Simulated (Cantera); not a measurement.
Thermodynamics of chemical vapour transport, feed Fe2O3 + H2O + N2

A closed system holds: 1 mol Fe2O3, 0.11 mol H2O, 6.6 mol N2, held at 2200 Pa.

Cantera equilibrium calculation (NASA polynomials, part measured and part estimated; ideal gas, pure solids and liquids). Candidate condensed phases: Fe, FeO, Fe(OH)2, Fe(OH)3, Fe2O3, Fe3O4, H2O; 27 gas species. Mutual solubility and eutectic melting of coexisting phases are not modelled. Equilibrium is a limit: real reactors are often held back by kinetics, nucleation or transport.

At 1148 K the condensed part is Fe2O3(s). From 1198 K to 1398 K the condensed part is Fe2O3(s) + Fe3O4(s). From 1448 K to 1598 K the condensed part is Fe3O4(s).

```json
[
 {"T (K)": "1148", "x N2": "0.984", "x O2": "2.36e-6", "x H2O": "0.0164", "x NO": "4.83e-7", "x OH": "8.70e-8", "x O": "8.22e-11", "x H2": "2.96e-7", "x H": "2.63e-10", "n Fe2O3(s)": "1.000", "n Fe3O4(s)": "0"},
 {"T (K)": "1198", "x N2": "0.984", "x O2": "1.85e-5", "x H2O": "0.0164", "x NO": "2.02e-6", "x OH": "2.97e-7", "x O": "6.97e-10", "x H2": "3.13e-7", "x H": "7.17e-10", "n Fe2O3(s)": "0.999", "n Fe3O4(s)": "0.000523"},
 {"T (K)": "1248", "x N2": "0.983", "x O2": "0.000123", "x H2O": "0.0164", "x NO": "7.52e-6", "x OH": "9.17e-7", "x O": "4.98e-9", "x H2": "3.31e-7", "x H": "1.81e-9", "n Fe2O3(s)": "0.995", "n Fe3O4(s)": "0.00341"},
 {"T (K)": "1298", "x N2": "0.983", "x O2": "0.000703", "x H2O": "0.0164", "x NO": "2.53e-5", "x OH": "2.59e-6", "x O": "3.05e-8", "x H2": "3.49e-7", "x H": "4.27e-9", "n Fe2O3(s)": "0.971", "n Fe3O4(s)": "0.0192"},
 {"T (K)": "1348", "x N2": "0.980", "x O2": "0.00352", "x H2O": "0.0163", "x NO": "7.73e-5", "x OH": "6.78e-6", "x O": "1.63e-7", "x H2": "3.66e-7", "x H": "9.44e-9", "n Fe2O3(s)": "0.856", "n Fe3O4(s)": "0.0959"},
 {"T (K)": "1398", "x N2": "0.968", "x O2": "0.0157", "x H2O": "0.0161", "x NO": "0.000217", "x OH": "1.64e-5", "x O": "7.75e-7", "x H2": "3.80e-7", "x H": "1.97e-8", "n Fe2O3(s)": "0.354", "n Fe3O4(s)": "0.431"},
 {"T (K)": "1448", "x N2": "0.960", "x O2": "0.0241", "x H2O": "0.0160", "x NO": "0.000351", "x OH": "2.96e-5", "x O": "2.04e-6", "x H2": "6.40e-7", "x H": "4.97e-8", "n Fe2O3(s)": "0", "n Fe3O4(s)": "0.667"},
 {"T (K)": "1498", "x N2": "0.960", "x O2": "0.0240", "x H2O": "0.0160", "x NO": "0.000452", "x OH": "4.64e-5", "x O": "4.12e-6", "x H2": "1.28e-6", "x H": "1.31e-7", "n Fe2O3(s)": "0", "n Fe3O4(s)": "0.667"},
 {"T (K)": "1548", "x N2": "0.959", "x O2": "0.0239", "x H2O": "0.0160", "x NO": "0.000572", "x OH": "7.07e-5", "x O": "7.96e-6", "x H2": "2.45e-6", "x H": "3.25e-7", "n Fe2O3(s)": "0", "n Fe3O4(s)": "0.667"},
 {"T (K)": "1598", "x N2": "0.959", "x O2": "0.0238", "x H2O": "0.0159", "x NO": "0.000714", "x OH": "0.000105", "x O": "1.47e-5", "x H2": "4.51e-6", "x H": "7.62e-7", "n Fe2O3(s)": "0", "n Fe3O4(s)": "0.667"}
]
```
x: gas mole fraction; n: condensed amount in mol.
